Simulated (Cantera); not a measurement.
What does this Cantera script print?

```python
import numpy as np
import cantera as ct

gas = ct.Solution("h2o2.yaml")
gas.TPX = 1375, 1333, {'H2': 0.017, 'O2': 1}
reactor = ct.IdealGasConstPressureReactor(gas, energy="off", clone=False)
net = ct.ReactorNet([reactor])
net.rtol, net.atol = 1e-08, 1e-18
show = ['H2', 'O2', 'H2O2', 'HO2', 'H2O']
times = np.geomspace(0.0005, 4, 11)

steps = ct.SolutionArray(gas, extra=["t"])
rows = []
print(f"{'t/s':>10s}{'T/K':>9s}{'P/Pa':>11s}" + "".join(f"{s:>11s}" for s in show))
for t in times:
    while net.time < t:
        t_next = net.step()
        steps.append(gas.state, t=t_next)
    rows.append([np.interp(t, steps.t, y) for y in (steps.T, steps.P, *steps(*show).X.T)])
    print(f"{t:10.3e}{rows[-1][0]:9.1f}{rows[-1][1]:11.4g}" + "".join(f"{x:11.3e}" for x in rows[-1][2:]))
rate = np.gradient(steps.T, steps.t)
print("integrator steps:", len(steps.t))
if steps.T.max() > steps.T[0] + 200:
    print(f"time of steepest temperature rise: {steps.t[rate.argmax()]:.4e} s")
gas.TPX = 1375, 1333, {'H2': 0.017, 'O2': 1}
gas.equilibrate("TP")
print(f"equilibrium (TP): T = {gas.T:.1f} K  " + "  ".join(f"{s} {gas[s].X[0]:.3e}" for s in show))
```

Result:

```
       t/s      T/K       P/Pa         H2         O2       H2O2        HO2        H2O
 5.000e-04   1375.0       1333  1.672e-02  9.833e-01  1.583e-10  1.351e-07  4.062e-07
 1.228e-03   1375.0       1333  1.669e-02  9.833e-01  8.297e-10  3.412e-07  1.788e-05
 3.017e-03   1375.0       1333  3.543e-03  9.713e-01  4.949e-08  1.077e-06  1.065e-02
 7.411e-03   1375.0       1333  1.068e-04  9.679e-01  1.891e-08  7.364e-07  1.520e-02
 1.821e-02   1375.0       1333  1.019e-04  9.685e-01  1.869e-08  7.213e-07  1.526e-02
 4.472e-02   1375.0       1333  9.183e-05  9.700e-01  1.820e-08  6.867e-07  1.539e-02
 1.099e-01   1375.0       1333  7.231e-05  9.729e-01  1.701e-08  6.115e-07  1.564e-02
 2.699e-01   1375.0       1333  4.385e-05  9.769e-01  1.439e-08  4.722e-07  1.600e-02
 6.629e-01   1375.0       1333  1.810e-05  9.805e-01  9.994e-09  2.847e-07  1.637e-02
 1.628e+00   1375.0       1333  5.170e-06  9.823e-01  5.247e-09  1.265e-07  1.661e-02
 4.000e+00   1375.0       1333  1.222e-06  9.829e-01  2.114e-09  4.720e-08  1.674e-02
integrator steps: 1196
equilibrium (TP): T = 1375.0 K  H2 4.528e-08  O2 9.831e-01  H2O2 1.821e-10  HO2 3.256e-08  H2O 1.684e-02
```

Cantera simulation using the H2/O2 subset of GRI-Mech 3.0, which has no nitrogen chemistry; the numbers are that mechanism's predictions, not measurements. Radical loss at walls, strong at low pressure, is not modelled.
